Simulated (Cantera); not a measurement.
Input: 1 mol SiCl4, 3.7 mol NH3, 1.2 mol N2.

Method: chemical equilibrium by Gibbs-energy minimisation in Cantera with the NASA 1993 tables (ideal gas, pure condensed phases). Candidate condensed phases: NH4Cl, Si, Si3N4; 28 gas species. The tables' values for SiCl3 are old estimates. Kinetics and transport are ignored.

Stable condensed phases, one row left out:

```
T in K \ P in Pa
              5     17     59    210    710   2400   8400  29000 100000
   1973       A      A      A      A      A      A      A      A      A
   1873       A      A      A      A      A      A      A      A      B
   1673       A      A      A      A      A      B      B      B      B
   1573       A      A      A      A      B      B      B      B      B
   1473       A      A      B      B      B      B      B      B      B
   1373       B      B      B      B      B      B      B      B      B
   1273       B      B      B      B      B      B      B      B      B
   1173       B      B      B      B      B      B      B      B      B
   1073       B      B      B      B      B      B      B      B      B
    973       B      B      B      B      B      B      B      B      B
```

A: gas only; B: Si3N4.

Task: Give the row for 1773 K.

Result: 5: gas only; 17: gas only; 59: gas only; 210: gas only; 710: gas only; 2400: gas only; 8400: gas only; 29000: Si3N4; 100000: Si3N4.
